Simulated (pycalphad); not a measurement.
An equivalent pycalphad script:

```python
from pycalphad import Database, equilibrium, calculate, variables as v
import numpy as np
db = Database('COST507.tdb')
comps = ['SI', 'AL', 'VA']
phases = ['DIAMOND_A4', 'FCC_A1', 'LIQUID']
eq = equilibrium(db, comps, phases, {v.X('AL'): 0.372, v.T: np.arange(2350, 499, -50), v.P: 101325, v.N: 1}, output=['HM', 'SM'])
```

Source of the numbers: pycalphad with the COST 507 light-alloy database (1999); pressure 1 atm. The data set is of 1999 and partly superseded. Amounts are mole fractions of atoms.

Results at three of the temperatures:

```
T = 2350.00 K, P = 101325 Pa, N = 1 mol of atoms
G = -159726 J/mol, H = 90543 J/mol, S = 106.50 J/(mol K)  (SER reference)
chemical potentials (J/mol): Si -142835, Al -188241
phase             fraction      x(Si)      x(Al)
LIQUID              1.0000     0.6280     0.3720
```

```
T = 1800.00 K, P = 101325 Pa, N = 1 mol of atoms
G = -103177 J/mol, H = 74654 J/mol, S = 98.79 J/(mol K)  (SER reference)
chemical potentials (J/mol): Si -87047, Al -130405
phase             fraction      x(Si)      x(Al)
LIQUID              1.0000     0.6280     0.3720
```

```
T = 700.00 K, P = 101325 Pa, N = 1 mol of atoms
G = -20240 J/mol, H = 9905 J/mol, S = 43.06 J/(mol K)  (SER reference)
chemical potentials (J/mol): Si -17484, Al -24892
phase             fraction      x(Si)      x(Al)
DIAMOND_A4          0.6267     1.0000   2.92e-08
FCC_A1              0.3733     0.0035     0.9965
```

Changes of the phase set, refined by bisection:

| T (K) | phases above | phases below |
|---|---|---|
| 1456.0 | liquid | diamond (Si) + liquid |
| 850.1 | diamond (Si) + liquid | diamond (Si) + fcc |

FCC_A1 is fcc; DIAMOND_A4 is diamond (Si).
